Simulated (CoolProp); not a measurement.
Aqueous ammonia as a coolant, 8 % by mass, freezing at -10.4 °C, 1 atm.

Values from CoolProp's Melinder's fits for secondary coolants.

```csv
T (°C),density (kg/m³),viscosity (mPa s),conductivity (W/(m K)),cp (kJ/(kg K))
-5,969.9,2.35,0.498,4.224
1.3,[?],1.87,0.511,4.214
7.7,[?],1.54,[?],4.204
14,[?],1.30,0.532,[?]
20.3,[?],1.11,0.543,[?]
```

### Question
Some entries are withheld; supply them.

### Answer

- 1.3, density (kg/m³): 969.2
- 7.7, density (kg/m³): 968.1
- 7.7, conductivity (W/(m K)): 0.522
- 14, density (kg/m³): 966.7
- 14, cp (kJ/(kg K)): 4.196
- 20.3, density (kg/m³): 965.0
- 20.3, cp (kJ/(kg K)): 4.191
